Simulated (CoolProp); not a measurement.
Computed with CoolProp (reference Helmholtz-energy equation of state, Lemmon 2005). It is a short technical equation, of lower accuracy than the large ones.

Question: Give the vapour pressure (kPa), liquid cp (kJ/(kg K)), vapour Z, surface tension (mN/m) of saturated cis-2-butene at 309.3, 362.4, 415.4 K.

Answer: 
```json
[
 {"T (K)": "309.3", "p (kPa)": "302", "liquid cp (kJ/(kg K))": "2.30", "vapour Z": "0.915", "surface tension (mN/m)": "12.6"},
 {"T (K)": "362.4", "p (kPa)": "1140", "liquid cp (kJ/(kg K))": "2.66", "vapour Z": "0.791", "surface tension (mN/m)": "6.41"},
 {"T (K)": "415.4", "p (kPa)": "3050", "liquid cp (kJ/(kg K))": "3.99", "vapour Z": "0.557", "surface tension (mN/m)": "1.30"}
]
```

Surface tension comes from a separate correlation (Mulero 2014).
